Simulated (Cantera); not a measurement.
Charge: 1 mol SiC, 0.19 mol N2O, 410 mol N2, at 650 °C and 1.00 bar.

Cantera equilibrium calculation (NASA polynomials, part measured and part estimated; ideal gas, pure solids and liquids). Candidate condensed phases: C, Si, SiC, SiO2, Si2N2O, Si3N4; 34 gas species. Kinetics and transport are ignored.

Base state: N2 1.00 (mole fractions); condensed: C(graphite) + Si2N2O(s) + Si3N4(s).

Task: What changes in the equilibrium state with this change: N2O from 0.19 to 4.7 mol?

Result: 
```json
[
 {"species": "N2", "before": "1.00", "after": "0.997"},
 {"species": "CO2", "before": "<1e-9", "after": "0.00240"},
 {"species": "O2", "before": "<1e-9", "after": "0.000841"},
 {"species": "C(graphite), mol", "before": "1.00", "after": "0"},
 {"species": "Si2N2O(s), mol", "before": "0.190", "after": "0"},
 {"species": "Si3N4(s), mol", "before": "0.207", "after": "0"},
 {"species": "SiO2(β-quartz), mol", "before": "0", "after": "1.00"}
]
```
